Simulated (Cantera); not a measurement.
A Cantera script and its output.

```python
import numpy as np
import cantera as ct

gas = ct.Solution("h2o2.yaml")
gas.TPX = 300, 500000, {'H2': 1, 'O2': 0.263, 'N2': 1.16}
flame = ct.FreeFlame(gas, width=0.013)
flame.set_refine_criteria(ratio=3, slope=0.08, curve=0.16)
flame.transport_model = "mixture-averaged"
flame.solve(loglevel=0, auto=True)
z, T = flame.grid, flame.T
thick = (T[-1] - T[0]) / np.gradient(T, z).max()
show = ['H2', 'O2', 'OH', 'HO2', 'O', 'H']
print(f"laminar burning velocity  {flame.velocity[0] * 100:.3f} cm/s")
print(f"burnt temperature         {T[-1]:.1f} K")
print(f"thermal thickness         {thick * 1e3:.4f} mm")
print(f"grid points               {len(z)}")
z0 = z[flame.heat_release_rate.argmax()]
print(f"{'z/mm':>9s}{'T/K':>9s}{'u/(m/s)':>9s}" + "".join(f"{s:>11s}" for s in show))
rows = []
for k in (-3, -2, -1.5, -1, -0.5, -0.25, 0, 0.25, 0.5, 1, 2, 4, 8):
    zz = z0 + k * thick
    rows.append([k * thick, np.interp(zz, z, T), np.interp(zz, z, flame.velocity),
                 *(np.interp(zz, z, flame.X[gas.species_index(s)]) for s in show)])
    print(f"{rows[-1][0] * 1e3:9.3f}{rows[-1][1]:9.1f}{rows[-1][2]:9.3f}" + "".join(f"{x:11.3e}" for x in rows[-1][3:]))
```

Result:

```
laminar burning velocity  227.444 cm/s
burnt temperature         1990.8 K
thermal thickness         0.0474 mm
grid points               109
     z/mm      T/K  u/(m/s)         H2         O2         OH        HO2          O          H
   -0.142    300.0    2.274  4.127e-01  1.085e-01  1.622e-14  5.471e-11  9.317e-12  9.908e-17
   -0.095    300.1    2.275  4.126e-01  1.086e-01  2.618e-12  3.560e-09  2.967e-10  1.042e-14
   -0.071    300.4    2.276  4.122e-01  1.086e-01  1.429e-10  5.537e-08  2.748e-09  5.159e-13
   -0.047    304.7    2.300  4.098e-01  1.091e-01  1.593e-08  1.843e-06  4.343e-08  6.573e-11
   -0.024    415.4    3.036  3.859e-01  1.114e-01  2.019e-05  3.578e-04  4.039e-06  3.926e-06
   -0.012    751.2    5.307  3.462e-01  1.012e-01  6.679e-04  9.091e-04  1.172e-04  1.352e-03
    0.000   1144.8    7.930  2.969e-01  7.571e-02  1.030e-03  3.916e-04  6.498e-04  8.995e-03
    0.012   1422.1    9.780  2.515e-01  4.464e-02  1.642e-03  1.885e-04  1.245e-03  1.997e-02
    0.024   1584.8   10.873  2.215e-01  2.140e-02  2.068e-03  8.449e-05  1.118e-03  2.764e-02
    0.047   1726.0   11.807  2.018e-01  3.969e-03  2.158e-03  1.476e-05  4.541e-04  2.990e-02
    0.095   1819.2   12.388  2.019e-01  2.917e-04  1.889e-03  1.118e-06  1.747e-04  2.306e-02
    0.189   1888.8   12.807  2.066e-01  4.341e-05  1.384e-03  2.243e-07  7.492e-05  1.479e-02
    0.379   1936.2   13.085  2.103e-01  1.479e-05  8.754e-04  8.479e-08  2.668e-05  8.587e-03
```

Detailed kinetics in Cantera: the H2/O2 subset of GRI-Mech 3.0, which has no nitrogen chemistry. The hydrogen kinetics of GRI-Mech 3.0 are dated; newer H2 mechanisms differ, most at raised pressure. Burning velocities carry a grid error of a few per cent, more on coarse grids.
